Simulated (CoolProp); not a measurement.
c-C4F8 (RC318) along the isobar 1.56 MPa: density (kg/m³) from the reference equation and from simpler models built on Tc = 388.4 K, pc = 2.778 MPa, ω = 0.355; each cubic takes its own stable root.

Model: reference Helmholtz-energy equation of state, Platzer 1990, in CoolProp. This equation is an older, rougher fit; its heat capacities, sound speeds and derivatives of the liquid may be far off and weren't checked against measurements.

```csv
T (K),phase,reference
297.2,liquid,1511
308.3,liquid,1466
319.4,liquid,1417
330.6,liquid,1364
341.7,liquid,1304
352.8,liquid,1233
364,gas,150.8
375.1,gas,136.3
386.3,gas,125.9
397.4,gas,118.0
408.5,gas,111.5
419.7,gas,106.0
430.8,gas,101.3
```

How far does each simpler model (van der Waals, Redlich-Kwong, Soave-Redlich-Kwong, Peng-Robinson) lie from the reference over these 13 states: mean and median of the absolute difference, and the worst?


- van der Waals: mean 26.9 %, median 9.1 %, worst -88.1 % at 352.8 K and 1.56 MPa
- Redlich-Kwong: mean 12.6 %, median 3.3 %, worst -87.0 % at 352.8 K and 1.56 MPa
- Soave-Redlich-Kwong: mean 4.0 %, median 0.6 %, worst -12.0 % at 352.8 K and 1.56 MPa
- Peng-Robinson: mean 3.2 %, median 2.7 %, worst +6.4 % at 297.2 K and 1.56 MPa

At some of these states van der Waals, Redlich-Kwong gives the other phase, because its saturation line lies elsewhere.
